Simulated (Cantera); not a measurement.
A jet of CH4 : O2 : N2 = 0.024 : 0.14 : 0.79 (molar parts) at 300 K and 0.227 atm hits a platinum plate 4 cm away at a mass flux of 0.18 kg/m²/s; the plate temperature is set and raised in steps from an oxygen-covered start.

Computed with Cantera and Deutschmann's 1995 Pt surface mechanism with GRI-Mech 3.0 gas chemistry. Catalytic surfaces can have several steady states; this one follows from the mechanism file's or the stated starting coverage.

x: mole fraction at the wall; θ: surface coverage.

```
plate T (K)  wall x CH4  wall x O2  wall x H2O  wall x OH  wall x CO  wall x CO2  θ free Pt   θ O*    θ OH*
-----------  ----------  ---------  ----------  ---------  ---------  ----------  ---------  -----  -------
900              0.0187      0.133      0.0120          ?    6.10e-6     0.00788      0.149  0.850  0.00124
950              0.0147      0.124      0.0196          ?    6.59e-6      0.0128      0.207  0.791  0.00148
1000             0.0110      0.117      0.0263          ?    6.65e-6      0.0172      0.271  0.728  0.00156
1050            0.00824      0.111      0.0314          ?    6.57e-6      0.0206      0.336  0.663  0.00153
1100            0.00629      0.107      0.0349          ?    6.52e-6      0.0229      0.400  0.598  0.00144
```

Q: Fill in the missing entries.

A: 
- 900, wall x OH: 1.68e-8
- 950, wall x OH: 5.65e-8
- 1000, wall x OH: 1.60e-7
- 1050, wall x OH: 3.96e-7
- 1100, wall x OH: 8.83e-7
